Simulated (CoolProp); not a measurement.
Vapour-liquid equilibrium of carbon dioxide (1) + carbonyl sulfide (2) at -3.75 °C; x and y are mole fractions of (1).

Values from CoolProp's multi-fluid Helmholtz-energy mixture model, Span 1996 and Lemmon 2006; pair parameters Bell 2016.

| x | bubble pressure (MPa) | y at the bubble point | dew pressure at overall composition x (MPa) | liquid density (mol/L) |
|---|---|---|---|---|
| 0.05 | 0.7897 | 0.275 | 0.6105 | 17.93 |
| 0.125 | 1.071 | 0.481 | 0.6610 | 18.18 |
| 0.2 | 1.318 | ___ | 0.7201 | 18.42 |
| 0.275 | 1.536 | 0.665 | 0.7902 | 18.67 |
| 0.35 | 1.732 | 0.717 | 0.8746 | 18.91 |
| 0.425 | 1.910 | 0.757 | 0.9780 | 19.16 |
| 0.5 | 2.076 | 0.792 | 1.107 | ___ |
| 0.575 | 2.235 | 0.822 | ___ | 19.68 |
| 0.65 | 2.390 | 0.851 | 1.486 | 19.95 |
| 0.725 | 2.545 | 0.880 | ___ | 20.24 |
| 0.8 | ___ | 0.909 | 2.119 | 20.55 |
| 0.875 | 2.867 | ___ | ___ | 20.90 |
| 0.95 | 3.036 | 0.975 | 2.913 | 21.28 |

Task: Fill in the missing entries.

Result: 
- 0.2, y at the bubble point: 0.593
- 0.5, liquid density (mol/L): 19.41
- 0.575, dew pressure at overall composition x (MPa): 1.272
- 0.725, dew pressure at overall composition x (MPa): 1.766
- 0.8, bubble pressure (MPa): 2.704
- 0.875, y at the bubble point: 0.941
- 0.875, dew pressure at overall composition x (MPa): 2.519

No azeotrope shows between x = 0.05 and 0.95.

The pair parameters rest on a limited set of measurements; away from them the model extrapolates.
